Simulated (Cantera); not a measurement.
Feed: 1 mol B2H6, 1.6 mol H2, at 1825 K and 100 Torr.

Method: chemical equilibrium by Gibbs-energy minimisation in Cantera with the NASA 1993 tables (ideal gas, pure condensed phases). Candidate condensed phases: B; 7 gas species. The feed counts by its element totals alone. The tables' values for BH2 are old estimates; treat these amounts as uncertain. The numbers say what is thermodynamically allowed, not how fast it happens.

Base state: H2 0.999, H 0.00121, BH2 0.000155 (mole fractions); condensed: B(s).

**Question.** What changes in the equilibrium state with this change: 0.15 mol HF added?

**Answer.** 
```
species      before     after
---------  --------  --------
H2            0.999     0.978
BF                0   0.00796
BF2               0   0.00412
HF                0   0.00342
BHF2              0   0.00269
BF3               0   0.00217
BH2        0.000155  0.000152
H           0.00121   0.00119
B(s), mol      2.00      1.92
```
The tables' values for BF2, BH2 are old estimates; treat these amounts as uncertain.

**Question.** What changes in the equilibrium state with this change: B2H6 replaced by B2O3?

**Answer.** 
```json
[
 {"species": "H2", "before": "0.999", "after": "0.886"},
 {"species": "HBO2", "before": "0", "after": "0.0364"},
 {"species": "B2O3", "before": "0", "after": "0.0362"},
 {"species": "HBO", "before": "0", "after": "0.0326"},
 {"species": "B2O2", "before": "0", "after": "0.00435"},
 {"species": "H2O", "before": "0", "after": "0.00282"},
 {"species": "BO", "before": "0", "after": "0.000724"},
 {"species": "B3O3H3", "before": "0", "after": "1.57e-5"},
 {"species": "B(s), mol", "before": "2.00", "after": "0"},
 {"species": "B2O3(l), mol", "before": "0", "after": "0.869"}
]
```
Further candidate phases: B2O3, B3O3H3, H2O.
